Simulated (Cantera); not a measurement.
A freely propagating, adiabatic, planar premixed flame of CH4 : O2 : N2 : H2 = 1 : 1.67 : 4.33 : 0.01 (molar parts), equivalence ratio 1.2, unburnt at 375 K and 3750 Torr; mixture-averaged transport, grid criteria slope 0.08 and curve 0.16, no radiation.

Computed with Cantera and GRI-Mech 3.0 (53 species, 325 reactions). Burning velocities carry a grid error of a few per cent, more on coarse grids.

**Question.** Predict: laminar burning velocity; thermal thickness; peak x(H2O2); peak x(CH3); peak x(CO).

**Answer.** 
```json
{
  "laminar_burning_velocity": "57.3 cm/s",
  "thermal_thickness": "0.0809 mm",
  "peak x(H2O2)": "6.02e-5",
  "peak x(CH3)": "0.00443",
  "peak x(CO)": "0.0791"
}
```
